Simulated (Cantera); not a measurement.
# Abatement and gas-phase synthesis: PH3 + H2O

Charge: 1 mol PH3, 0.23 mol H2O, held at 1350 K and 75.0 Torr.

Equilibrium computed with Cantera from the NASA thermochemical tables; the gas is ideal and each condensed phase is pure. Candidate condensed phases: H2O, P, P4O10; 17 gas species. Gases not in the tables: HPO2, HPO3 and P4O6. Kinetics and transport are ignored.

| Property | Result |
|---|---|
| x(H2) | 0.692 |
| x(P2) | 0.177 |
| x(H2O) | 0.103 |
| x(P4) | 0.0260 |
| x(PO) | 0.00134 |
| x(PO2) | 0.000737 |
| x(PH3) | 3.17e-5 |
| x(H) | 6.27e-6 |
| x(PH) | 1.85e-6 |
| gas amount | 2.176 mol |
| log10 activity of P(l) (absent) | -1.23 |
